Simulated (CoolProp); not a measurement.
Model: reference Helmholtz-energy equation of state, de Vries 1995, in CoolProp.

Q: For R124, give the phase and the cp (kJ/(kg K)), speed of sound (m/s), viscosity (µPa s) at 10.35 °C and 0.0573 MPa; 10.35 °C and 0.0841 MPa.

A: 
- 10.35 °C and 0.0573 MPa: gas; cp 0.716, speed of sound 136, viscosity 12.2
- 10.35 °C and 0.0841 MPa: gas; cp 0.722, speed of sound 135, viscosity 12.2

Viscosity comes from a separate model (Bell 2016), an estimate that may be off by 10 % or more.
